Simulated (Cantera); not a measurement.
Feed: 1 mol Si₃N₄, 0.43 mol Si, 5.9 mol N₂, 0.0016 mol HCl, equilibrated at 1800 Pa.

These are equilibrium values from Cantera (NASA tables, ideal gas, pure condensed phases), not measurements of a reactor. Candidate condensed phases: NH₄Cl, Si, Si₃N₄; 28 gas species. Equilibrium is a limit: real reactors are often held back by kinetics, nucleation or transport.

Which condensed phases are stable at each of these points (T (K)): 1698, 1773, 1848, 1923, 1998, 2073, 2148, 2223, 2298, 2373, 2448, 2523?


| T (K) | condensed phases | Si condensed (%) |
|---|---|---|
| 1698 | Si₃N₄(s) | 100.0 |
| 1773 | Si₃N₄(s) | 100.0 |
| 1848 | Si(l) | 99.9 |
| 1923 | Si(l) | 99.7 |
| 1998 | Si(l) | 99.3 |
| 2073 | Si(l) | 98.5 |
| 2148 | Si(l) | 96.8 |
| 2223 | Si(l) | 93.3 |
| 2298 | Si(l) | 86.3 |
| 2373 | Si(l) | 72.6 |
| 2448 | Si(l) | 44.9 |
| 2523 | gas only | 0.0 |

From 1698 K to 1773 K the condensed part is Si₃N₄(s). From 1848 K to 2448 K the condensed part is Si(l). At 2523 K nothing is condensed.
